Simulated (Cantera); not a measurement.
What does this Cantera script print?

```python
import numpy as np
import cantera as ct

gas_names = """
    C2H2,acetylene H
""".split()
cond_names = """
    Ti(a) Ti(b) Ti(L) TiC(s) TiC(L)
""".split()


# ... load() reads the species with a 1 bar reference pressure and builds the phases ...
species = {s.name: s for s in load("nasa_gas.yaml", gas_names) + load("nasa_condensed.yaml", cond_names)}
# Each term lists the table entries of one substance; the one whose range holds T is used.
reactions = {
    '2 Ti + C2H2(g) = 2 TiC + 2 H(g)':
        [(-2, ['Ti(a)', 'Ti(b)', 'Ti(L)']), (-1, ['C2H2,acetylene']), (2, ['TiC(s)', 'TiC(L)']), (2, ['H'])],
}


def pick(names, T):
    return next(species[n] for n in names if species[n].thermo.min_temp <= T <= species[n].thermo.max_temp)


results = []
for label, terms in reactions.items():
    print(label)
    print("     T/K   dH/kJ  dS/(J/K)   dG/kJ   log10 K")
    for T in [300, 2273, 2323, 2373, 2423, 2473, 2523, 2573, 2623, 2673]:
        used = [(nu, pick(names, T)) for nu, names in terms]
        dH = sum(nu * s.thermo.h(T) for nu, s in used) / 1e6
        dS = sum(nu * s.thermo.s(T) for nu, s in used) / 1e3
        dG = dH - T * dS / 1e3
        logK = -dG * 1e6 / (ct.gas_constant * T * np.log(10))
        results.append((label, T, dH, dS, dG, logK, [s.name for _, s in used]))
        print(f"{T:8g} {dH:8.1f} {dS:8.1f} {dG:8.1f} {logK:8.2f}")
```

Output:

```
2 Ti + C2H2(g) = 2 TiC + 2 H(g)
     T/K   dH/kJ  dS/(J/K)   dG/kJ   log10 K
     300   -160.4     15.6   -165.1    28.74
    2273   -182.3     19.4   -226.3     5.20
    2323   -182.8     19.1   -227.3     5.11
    2373   -183.3     18.9   -228.2     5.02
    2423   -183.8     18.7   -229.1     4.94
    2473   -184.2     18.5   -230.1     4.86
    2523   -184.6     18.4   -231.0     4.78
    2573   -184.9     18.3   -231.9     4.71
    2623   -185.2     18.1   -232.8     4.64
    2673   -185.5     18.0   -233.7     4.57
```

Standard-state values (1 bar) from the NASA 1993 polynomials, evaluated with Cantera. TiC: taken at fixed stoichiometry. Condensed species are held in their standard states even where they would react or evaporate.
